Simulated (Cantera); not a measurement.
**Sublimation and decomposition of ceramics: BN + N2**

A closed system holds: 1 mol BN, 0.018 mol N2, held at 133 Pa.

These are equilibrium values from Cantera (NASA tables, ideal gas, pure condensed phases), not measurements of a reactor. Candidate condensed phases: B, BN; 5 gas species. The numbers say what is thermodynamically allowed, not how fast it happens.

```json
[
 {"T (K)": "2023", "x N2": "1.000", "x B": "5.14e-5", "x BN": "1.94e-6", "x B2": "2.20e-10", "x N": "3.43e-8", "n BN(s)": "1.000", "n B(s)": "0", "n B(l)": "0"},
 {"T (K)": "2123", "x N2": "1.000", "x B": "0.000484", "x BN": "1.43e-5", "x B2": "8.56e-9", "x N": "1.32e-7", "n BN(s)": "1.000", "n B(s)": "0", "n B(l)": "0"},
 {"T (K)": "2223", "x N2": "0.997", "x B": "0.00280", "x BN": "6.62e-5", "x B2": "1.35e-7", "x N": "4.47e-7", "n BN(s)": "0", "n B(s)": "0.999", "n B(l)": "0"},
 {"T (K)": "2323", "x N2": "0.990", "x B": "0.0101", "x BN": "0.000194", "x B2": "8.86e-7", "x N": "1.37e-6", "n BN(s)": "0", "n B(s)": "0.995", "n B(l)": "0"},
 {"T (K)": "2423", "x N2": "0.969", "x B": "0.0303", "x BN": "0.000478", "x B2": "4.23e-6", "x N": "3.78e-6", "n BN(s)": "0", "n B(s)": "0", "n B(l)": "0.984"},
 {"T (K)": "2523", "x N2": "0.918", "x B": "0.0809", "x BN": "0.00105", "x B2": "1.68e-5", "x N": "9.47e-6", "n BN(s)": "0", "n B(s)": "0", "n B(l)": "0.954"},
 {"T (K)": "2623", "x N2": "0.798", "x B": "0.200", "x BN": "0.00205", "x B2": "6.01e-5", "x N": "2.12e-5", "n BN(s)": "0", "n B(s)": "0", "n B(l)": "0.869"},
 {"T (K)": "2723", "x N2": "0.535", "x B": "0.461", "x BN": "0.00335", "x B2": "0.000194", "x N": "3.91e-5", "n BN(s)": "0", "n B(s)": "0", "n B(l)": "0.551"},
 {"T (K)": "2823", "x N2": "0.340", "x B": "0.656", "x BN": "0.00331", "x B2": "0.000247", "x N": "6.62e-5", "n BN(s)": "0", "n B(s)": "0", "n B(l)": "0"},
 {"T (K)": "2923", "x N2": "0.340", "x B": "0.657", "x BN": "0.00291", "x B2": "0.000161", "x N": "0.000134", "n BN(s)": "0", "n B(s)": "0", "n B(l)": "0"}
]
```
x: gas mole fraction; n: condensed amount in mol.

From 2023 K to 2123 K the condensed part is BN(s). From 2223 K to 2323 K the condensed part is B(s). From 2423 K to 2723 K the condensed part is B(l). From 2823 K to 2923 K nothing is condensed. The main B-bearing gas is B throughout.
